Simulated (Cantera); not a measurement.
**Formation from one mole of O₂**

Source: NASA polynomial tables (part measured, part estimated), evaluated in Cantera. Values are per mole of reaction as written; species without (g) are pure solids or liquids, kept so even where they would boil at 1 bar.

0.8 V + O₂(g) → 0.4 V₂O₅

```json
[
 {"T (K)": "2275", "ΔH° (kJ)": "-591.1", "ΔS° (J/K)": "-134.0", "ΔG° (kJ)": "-286.2", "log10 K": "6.57"},
 {"T (K)": "2300", "ΔH° (kJ)": "-591.1", "ΔS° (J/K)": "-134.0", "ΔG° (kJ)": "-282.8", "log10 K": "6.42"},
 {"T (K)": "2325", "ΔH° (kJ)": "-591.1", "ΔS° (J/K)": "-134.0", "ΔG° (kJ)": "-279.5", "log10 K": "6.28"},
 {"T (K)": "2350", "ΔH° (kJ)": "-591.1", "ΔS° (J/K)": "-134.0", "ΔG° (kJ)": "-276.1", "log10 K": "6.14"},
 {"T (K)": "2375", "ΔH° (kJ)": "-591.1", "ΔS° (J/K)": "-134.0", "ΔG° (kJ)": "-272.8", "log10 K": "6.00"},
 {"T (K)": "2400", "ΔH° (kJ)": "-591.0", "ΔS° (J/K)": "-134.0", "ΔG° (kJ)": "-269.4", "log10 K": "5.86"},
 {"T (K)": "2425", "ΔH° (kJ)": "-591.0", "ΔS° (J/K)": "-134.0", "ΔG° (kJ)": "-266.1", "log10 K": "5.73"},
 {"T (K)": "2450", "ΔH° (kJ)": "-591.0", "ΔS° (J/K)": "-134.0", "ΔG° (kJ)": "-262.7", "log10 K": "5.60"},
 {"T (K)": "2475", "ΔH° (kJ)": "-591.0", "ΔS° (J/K)": "-134.0", "ΔG° (kJ)": "-259.4", "log10 K": "5.47"}
]
```

2 Si + O₂(g) → 2 SiO(g)

```json
[
 {"T (K)": "2275", "ΔH° (kJ)": "-334.6", "ΔS° (J/K)": "89.4", "ΔG° (kJ)": "-538.1", "log10 K": "12.35"},
 {"T (K)": "2300", "ΔH° (kJ)": "-335.0", "ΔS° (J/K)": "89.3", "ΔG° (kJ)": "-540.3", "log10 K": "12.27"},
 {"T (K)": "2325", "ΔH° (kJ)": "-335.5", "ΔS° (J/K)": "89.1", "ΔG° (kJ)": "-542.5", "log10 K": "12.19"},
 {"T (K)": "2350", "ΔH° (kJ)": "-335.9", "ΔS° (J/K)": "88.9", "ΔG° (kJ)": "-544.7", "log10 K": "12.11"},
 {"T (K)": "2375", "ΔH° (kJ)": "-336.4", "ΔS° (J/K)": "88.7", "ΔG° (kJ)": "-547.0", "log10 K": "12.03"},
 {"T (K)": "2400", "ΔH° (kJ)": "-336.8", "ΔS° (J/K)": "88.5", "ΔG° (kJ)": "-549.2", "log10 K": "11.95"},
 {"T (K)": "2425", "ΔH° (kJ)": "-337.3", "ΔS° (J/K)": "88.3", "ΔG° (kJ)": "-551.4", "log10 K": "11.88"},
 {"T (K)": "2450", "ΔH° (kJ)": "-337.7", "ΔS° (J/K)": "88.1", "ΔG° (kJ)": "-553.6", "log10 K": "11.80"},
 {"T (K)": "2475", "ΔH° (kJ)": "-338.2", "ΔS° (J/K)": "87.9", "ΔG° (kJ)": "-555.8", "log10 K": "11.73"}
]
```

2 C + O₂(g) → 2 CO(g)

```
T (K)  ΔH° (kJ)  ΔS° (J/K)  ΔG° (kJ)  log10 K
-----  --------  ---------  --------  -------
2275     -242.3      165.1    -617.8    14.18
2300     -242.7      164.9    -621.9    14.12
2325     -243.1      164.7    -626.0    14.06
2350     -243.5      164.5    -630.1    14.01
2375     -243.9      164.4    -634.3    13.95
2400     -244.3      164.2    -638.4    13.89
2425     -244.8      164.0    -642.5    13.84
2450     -245.2      163.8    -646.6    13.78
2475     -245.6      163.7    -650.7    13.73
```

2 Ti + O₂(g) → 2 TiO(g)

| T (K) | ΔH° (kJ) | ΔS° (J/K) | ΔG° (kJ) | log10 K |
|---|---|---|---|---|
| 2275 | 14.1 | 130.6 | -283.0 | 6.50 |
| 2300 | 12.8 | 130.0 | -286.3 | 6.50 |
| 2325 | 11.4 | 129.4 | -289.5 | 6.50 |
| 2350 | 10.1 | 128.9 | -292.8 | 6.51 |
| 2375 | 8.7 | 128.3 | -296.0 | 6.51 |
| 2400 | 7.4 | 127.7 | -299.2 | 6.51 |
| 2425 | 6.0 | 127.2 | -302.4 | 6.51 |
| 2450 | 4.7 | 126.6 | -305.5 | 6.51 |
| 2475 | 3.3 | 126.1 | -308.7 | 6.51 |
